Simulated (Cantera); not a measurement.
A freely propagating, adiabatic, planar premixed flame of CH4 : C2H6 : C3H8 : O2 : N2 : CO2 = 1 : 0.059 : 0.088 : 3.84 : 14.4 : 0.95 (molar parts), equivalence ratio 0.69, unburnt at 623 K and 760 Torr; unity-Lewis-number transport, grid criteria slope 0.08 and curve 0.16, no radiation.

Cantera simulation using GRI-Mech 3.0 (53 species, 325 reactions); the numbers are that mechanism's predictions, not measurements. Unity Lewis numbers drop preferential diffusion, which matters most where H2 and H carry the flame. Burning velocities carry a grid error of a few per cent, more on coarse grids.

Problem. Predict: laminar burning velocity; thermal thickness; peak x(H); peak x(HO2).

Solution. 
```json
{
  "laminar_burning_velocity": "66.1 cm/s",
  "thermal_thickness": "0.453 mm",
  "peak x(H)": "0.00312",
  "peak x(HO2)": "0.000173"
}
```
